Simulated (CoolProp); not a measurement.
A Linde-Hampson liquefier for normal hydrogen: isothermal reversible compression at 230 K from 1 atm to 20 MPa, throttling to 1 atm, return gas leaving the recuperator 2 K below the feed. Each further row changes one setting.

Values from CoolProp's reference Helmholtz-energy equation of state, Leachman 2009.

```tsv
case	compression work (kJ/kg of gas)
as stated	5150
high pressure 40 MPa	5950
warm-end temperature 260 K	5810
warm-end gap 7 K	5150
```
